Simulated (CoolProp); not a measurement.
A single-stage vapour-compression cycle with the fluoroketone C6F12O (FK-5-1-12): evaporating at 287.15 K (dew point), condensing at 313.15 K (bubble point), superheat 8 K, subcooling 0 K, compressor efficiency 0.7, no pressure losses. Each further row changes one setting.

Computed with CoolProp (reference Helmholtz-energy equation of state, McLinden 2015).

| case | cooling COP | pressure ratio | discharge temperature (K) | refrigerating effect (kJ/kg) | volumetric capacity (kJ/m³) |
|---|---|---|---|---|---|
| as stated | 6.53 | 2.94 | 313.2 | 76.0 | 249 |
| evaporating temperature 292.15 K | 8.57 | 2.35 | 313.2 | 80.2 | 325 |
| condensing temperature 308.15 K | 8.45 | 2.43 | 308.2 | 81.6 | 267 |
| subcooling 5 K | 7.00 | 2.94 | 313.2 | 81.6 | 267 |
| superheat 18 K | 6.94 | 2.94 | 320.2 | 84.7 | 267 |
| compressor efficiency 0.6 | 5.59 | 2.94 | 313.2 | 76.0 | 249 |

The compression ends wet for: as stated; evaporating temperature 292.15 K; condensing temperature 308.15 K; subcooling 5 K; compressor efficiency 0.6.
